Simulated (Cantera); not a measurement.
**Dilute partial oxidation**

An isothermal, constant-pressure homogeneous reactor starts with CH₃OH : O₂ : N₂ = 0.026 : 0.024 : 1 (molar parts), equivalence ratio 1.6, at 1098 K and 6.90 bar.

Model: GRI-Mech 3.0 (53 species, 325 reactions), integrated in Cantera. GRI-Mech 3.0 was tuned for natural gas; its chemistry of methanol as a main component is partial and can be far from experiment. The temperature is held fixed by assumption; the heat of reaction is taken as removed at once.

```csv
t (s),x CH₃OH,x O₂,x N₂O,x CH₂,x H₂,x H₂O₂,x HCN
4.00e-5,0.0248,0.0229,<1e-12,4.63e-12,6.16e-9,<1e-12,<1e-12
0.000252,0.0248,0.0229,<1e-12,4.63e-12,4.18e-8,3.40e-11,<1e-12
0.00159,0.0248,0.0229,3.79e-12,4.63e-12,3.03e-7,3.96e-9,<1e-12
0.0100,0.0247,0.0229,1.53e-10,4.63e-12,6.83e-6,2.49e-7,<1e-12
0.0632,6.07e-10,0.000545,2.82e-8,<1e-12,0.00964,1.76e-7,1.70e-12
0.399,9.85e-12,2.85e-7,1.15e-8,<1e-12,0.00981,1.12e-11,1.75e-12
2.51,1.59e-12,7.99e-9,4.92e-9,<1e-12,0.0101,<1e-12,1.76e-12
15.9,<1e-12,3.15e-10,2.34e-10,<1e-12,0.0104,<1e-12,1.76e-12
100,<1e-12,3.26e-12,<1e-12,<1e-12,0.0108,<1e-12,1.76e-12
```
x: mole fraction; the columns are a selection and need not sum to one.

Equilibrium at this temperature and pressure: CH₃OH 1.38e-12, O₂ <1e-12, N₂O <1e-12, CH₂ <1e-12, H₂ 0.0185, H₂O₂ <1e-12, HCN 1.64e-8 (gas phase only).
